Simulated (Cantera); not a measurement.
Feed: 1 mol Al, 0.25 mol O2, 46 mol N2, equilibrated at 0.100 bar.

Equilibrium computed with Cantera from the NASA thermochemical tables; the gas is ideal and each condensed phase is pure. Candidate condensed phases: Al, AlN, Al2O3; 16 gas species. Mutual solubility and eutectic melting of coexisting phases are not modelled. Condensed phases not in the tables: aluminium oxynitride. The numbers say what is thermodynamically allowed, not how fast it happens.

Question: At 1825 °C, list the 3 most abundant gas species with their mole fractions, and the condensed phases.

Answer: N2 0.993, Al 0.00382, Al2O 0.00342. Condensed: AlN(s) + Al2O3(s).
